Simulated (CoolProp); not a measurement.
A Linde-Hampson liquefier for methane: isothermal reversible compression at 300 K from 1 atm to 10 MPa, throttling to 1 atm, return gas leaving the recuperator 0 K below the feed. Each further row changes one setting.

The numbers come from the reference Helmholtz-energy equation of state, Setzmann 1991 in CoolProp.

```tsv
case	liquid yield per pass	compression work (kJ/kg of gas)
as stated	0.108	689
high pressure 20 MPa	0.195	779
warm-end temperature 330 K	0.081	767
warm-end gap 5 K	0.097	689
```
